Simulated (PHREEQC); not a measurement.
Consider water at 25 °C with 2.4e-05 mol H4SiO4 and 0.18 mol FeSO4 per kg of water. Closed to the air; pH follows from the charge balance.

The numbers come from PHREEQC with the ion-association model, phreeqc.dat.

Each row changes one thing in this solution. This is a speciation only: nothing precipitates in the calculation.

| case | pH | ionic strength (mol/kgw) | H3SiO4- (mol/kgw) | SI of Quartz (SiO2) |
|---|---|---|---|---|
| as made | 5.82 | 0.369 | 3.80e-9 | -0.60 |
| FeSO4 left out | 6.93 | 1.17e-7 | 3.03e-8 | -0.64 |
| diluted 10-fold with water | 5.96 | 0.0486 | 3.99e-10 | -1.63 |
| H4SiO4 from 2.4e-05 to 1.2e-05 mol/kgw | 5.82 | 0.369 | 1.90e-9 | -0.90 |
| diluted 5-fold with water | 5.91 | 0.0888 | 7.47e-10 | -1.33 |
